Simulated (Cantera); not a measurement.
A closed system holds: 1 mol Cu₂O, 5.1 mol H₂, 0.039 mol H₂O, held at 1823 K and 0.0900 Torr.

Equilibrium computed with Cantera from the NASA thermochemical tables; the gas is ideal and each condensed phase is pure. Candidate condensed phases: Cu, CuO, Cu(OH)₂, Cu₂O, H₂O; 12 gas species. The numbers say what is thermodynamically allowed, not how fast it happens.

Problem. What is the equilibrium state?

Solution. 
```
Quantity                              Value
--------------------------------  ---------
x(H₂)                                 0.551
x(Cu)                                 0.276
x(H₂O)                                0.143
x(H)                                 0.0294
x(OH)                              0.000529
x(Cu₂)                              2.74e-5
x(O)                                2.17e-5
x(O₂)                               2.48e-6
gas amount                        7.247 mol
log10 activity of Cu(l) (absent)      -1.33
```
